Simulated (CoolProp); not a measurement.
R22 at 271.05 K and 0.898 MPa is throttled through a valve to 0.265 MPa with no heat exchange. Each further row changes one setting.

Values from CoolProp's reference Helmholtz-energy equation of state, Kamei 1995.

```json
[
 {"case": "as stated", "temperature change (K)": "-15.9", "final phase": "___", "final density (kg/m³)": "___"},
 {"case": "outlet pressure 0.0795 MPa", "temperature change (K)": "___", "final phase": "___", "final density (kg/m³)": "___"},
 {"case": "outlet pressure 0.345 MPa", "temperature change (K)": "___", "final phase": "two-phase, vapour fraction 0.048", "final density (kg/m³)": "256"}
]
```

Question: What belongs in the gaps?

Answer: 
- as stated, final phase: two-phase, vapour fraction 0.084
- as stated, final density (kg/m³): 127
- outlet pressure 0.0795 MPa, temperature change (K): -43.8
- outlet pressure 0.0795 MPa, final phase: two-phase, vapour fraction 0.207
- outlet pressure 0.0795 MPa, final density (kg/m³): 17.9
- outlet pressure 0.345 MPa, temperature change (K): -8.7
